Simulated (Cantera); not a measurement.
Cantera run:

```python
import numpy as np
import cantera as ct

gas_names = """
    F F2 FS2F,fluorodisu N NF NF2 NF3 N2 S SF SF2 SF3 SF4 SF5 SF6 SN S2 S2F2,thiothiony S8 Si SiF SiF2
    SiF3 SiF4 SiN SiS Si2 Si2N Si3
""".split()
cond_names = """
    S(cr1) S(cr2) S(L) Si(cr) Si(L) Si3N4(a)
""".split()


def load(file, names, dense=False):
    # The tables refer to 1 bar. Condensed volumes are neglected.
    table = {s.name: s for s in ct.Species.list_from_file(file)}
    out = []
    for n in names:
        d = dict(table[n].input_data)
        d["thermo"] = dict(d["thermo"], **{"reference-pressure": 1e5})
        if dense:
            d["equation-of-state"] = {"model": "constant-volume", "density": "1e6 g/cm^3"}
        out.append(ct.Species.from_dict(d))
    return out


gas = ct.Solution(thermo="ideal-gas", species=load("nasa_gas.yaml", gas_names))
cond = {s.name: ct.Solution(thermo="fixed-stoichiometry", species=[s], name=s.name)
        for s in load("nasa_condensed.yaml", cond_names, dense=True)}
atoms = {
    'Si': {'Si': 1},
    'SF6': {'S': 1, 'F': 6},
    'N2': {'N': 2},
}
top_T = {'Si3N4(a)': 2400}  # K; cautious upper limits of use, not melting points


def equilibrate(T, P, feed):
    n = {}
    for name, mol in feed.items():
        for a, k in atoms[name].items():
            n[a] = n.get(a, 0.0) + k * mol
    gas.TPX = T, P, n
    mass = sum(n.values()) * gas.mean_molecular_weight
    gas.equilibrate("TP")
    valid = [c for c in cond.values() if c.min_temp <= T <= top_T.get(c.name, c.max_temp)]
    mix = ct.Mixture([(gas, mass / gas.mean_molecular_weight)] + [(c, 0.0) for c in valid])
    mix.T, mix.P = T, P
    mix.equilibrate("TP", solver="vcs", rtol=1e-11, max_steps=5000)
    return mix


results = []
feed = {'Si': 1, 'SF6': 1.8, 'N2': 5.5}  # mol
P = 1.4  # Pa
for T in [1398, 1423, 1448, 1473, 1498, 1523, 1548, 1573]:
    mix = equilibrate(T, P, feed)
    results.append((T, P, feed, dict(zip(mix.species_names, mix.species_moles))))
    x = sorted(zip(gas.X, gas.species_names), reverse=True)
    print(f"T = {T:g} K  P = {P:g} Pa  gas = {mix.phase_moles(0):.4g} mol")
    print("   x: " + "  ".join(f"{s} {v:.3e}" for v, s in x if v > 0.0001))
    print("   condensed (mol): " + ("  ".join(f"{mix.phase(i).name} {mix.phase_moles(i):.4g}"
          for i in range(1, mix.n_phases) if mix.phase_moles(i) > 1e-12) or "none"))
```

It prints:

```
T = 1398 K  P = 1.4 Pa  gas = 11.43 mol
   x: N2 4.811e-01  F 2.746e-01  SF2 1.495e-01  SiF4 8.748e-02  SF3 4.249e-03  SF4 1.635e-03  SF 8.711e-04  S2F2,thiothiony 5.889e-04
   condensed (mol): none
T = 1423 K  P = 1.4 Pa  gas = 11.49 mol
   x: N2 4.788e-01  F 2.785e-01  SF2 1.495e-01  SiF4 8.706e-02  SF3 2.807e-03  SF 1.558e-03  S2F2,thiothiony 9.928e-04  SF4 6.558e-04
   condensed (mol): none
T = 1448 K  P = 1.4 Pa  gas = 11.54 mol
   x: N2 4.767e-01  F 2.827e-01  SF2 1.471e-01  SiF4 8.667e-02  SF 2.683e-03  SF3 1.853e-03  S2F2,thiothiony 1.588e-03  S2 4.073e-04  SF4 2.679e-04  S 1.175e-04
   condensed (mol): none
T = 1473 K  P = 1.4 Pa  gas = 11.62 mol
   x: N2 4.733e-01  F 2.896e-01  SF2 1.412e-01  SiF4 8.605e-02  SF 4.381e-03  S2F2,thiothiony 2.331e-03  S2 1.508e-03  SF3 1.222e-03  S 3.070e-04  SF4 1.122e-04
   condensed (mol): none
T = 1498 K  P = 1.4 Pa  gas = 11.78 mol
   x: N2 4.670e-01  F 3.028e-01  SF2 1.297e-01  SiF4 8.491e-02  SF 6.588e-03  S2 4.496e-03  S2F2,thiothiony 2.963e-03  SF3 7.975e-04  S 7.125e-04
   condensed (mol): none
T = 1523 K  P = 1.4 Pa  gas = 12.04 mol
   x: N2 4.567e-01  F 3.242e-01  SF2 1.119e-01  SiF4 8.304e-02  S2 1.023e-02  SF 8.920e-03  S2F2,thiothiony 3.111e-03  S 1.431e-03  SF3 5.068e-04
   condensed (mol): none
T = 1548 K  P = 1.4 Pa  gas = 12.4 mol
   x: N2 4.434e-01  F 3.518e-01  SF2 8.957e-02  SiF4 8.062e-02  S2 1.819e-02  SF 1.088e-02  S2F2,thiothiony 2.700e-03  S 2.517e-03  SF3 3.068e-04
   condensed (mol): none
T = 1573 K  P = 1.4 Pa  gas = 12.81 mol
   x: N2 4.293e-01  F 3.811e-01  SiF4 7.805e-02  SF2 6.649e-02  S2 2.683e-02  SF 1.213e-02  S 3.997e-03  S2F2,thiothiony 1.992e-03  SF3 1.739e-04
   condensed (mol): none
```

Method: chemical equilibrium by Gibbs-energy minimisation in Cantera with the NASA 1993 tables (ideal gas, pure condensed phases). The tables' values for SF3, S2F2 (SSF2), FS2F (FSSF) are old estimates; treat these amounts as uncertain.
